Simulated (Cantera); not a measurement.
## Nitride etching: BN + O₂ + N₂ + HCl

Input: 1 mol BN, 2 mol O₂, 0.99 mol N₂, 80 mol HCl, held at 1550 K.

Equilibrium computed with Cantera from the NASA thermochemical tables; the gas is ideal and each condensed phase is pure. Candidate condensed phases: B, BN, B₂O₃, B₃O₃H₃, H₂O, NH₄Cl; 49 gas species. The tables' values for BOCl are old estimates; treat these amounts as uncertain. Gases not in the tables: H₃BO₃. Equilibrium is a limit: real reactors are often held back by kinetics, nucleation or transport.

```
P (Pa)  x HCl    x Cl   x H₂O     x Cl₂    x N₂   x HBO₂  n B₂O₃(l)
------  -----  ------  ------  --------  ------  -------  ---------
1       0.862  0.0757  0.0239   8.76e-6  0.0175   0.0109          0
10      0.884  0.0614  0.0241   5.76e-5  0.0176   0.0110          0
100     0.889  0.0572  0.0236  0.000499  0.0176   0.0110          0
1000    0.896  0.0475  0.0219   0.00345  0.0177   0.0110          0
10000   0.906  0.0287  0.0216    0.0126  0.0179   0.0111          0
100000  0.914  0.0122  0.0261    0.0228  0.0181  0.00600      0.234
```
x: gas mole fraction; n: condensed amount in mol.

From 1.00 Pa to 10000 Pa nothing is condensed. At 100000 Pa the condensed part is B₂O₃(l).
